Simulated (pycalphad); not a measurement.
CALPHAD calculation (pycalphad, COST 507 light-alloy database (1999)), 1 atm. The data set is of 1999 and partly superseded.

Molar enthalpy of Al-14.29Si-3.951Fe (wt.%) in equilibrium (SER reference):

```csv
T (°C),H (kJ/mol),phases
1577,59.33,LIQUID
1497,56.82,LIQUID
1417,54.31,LIQUID
1337,51.80,LIQUID
1257,49.30,LIQUID
1177,46.80,LIQUID
1097,44.30,LIQUID
1017,41.80,LIQUID
937,39.31,LIQUID
857,36.82,LIQUID
777,34.33,LIQUID
737,33.09,LIQUID
697,31.85,LIQUID
617,27.58,LIQUID + ALFESI_BETA
537,11.84,FCC_A1 + ALFESI_BETA + DIAMOND_A4
497,10.53,FCC_A1 + ALFESI_BETA + DIAMOND_A4
457,9.27,FCC_A1 + ALFESI_BETA + DIAMOND_A4
377,6.87,FCC_A1 + ALFESI_BETA + DIAMOND_A4
297,4.61,FCC_A1 + ALFESI_BETA + DIAMOND_A4
```

Cooling from 697 °C to 537 °C, across the freezing range, releases 20.0 kJ/mol, or 722 J/g. The slope is 31 J/(mol K) in the liquid and 33 J/(mol K) just below the solidus, where it includes any heat of precipitation. Liquidus 686 °C, solidus 576 °C. Changes were sought between steps of 40 K, so a narrower field can be missed.

Database names, with the compositions (at.%) that they take in these runs: ALFESI_BETA: Al 70 Si 15 Fe 15. FCC_A1 is fcc; DIAMOND_A4 is diamond (Si).
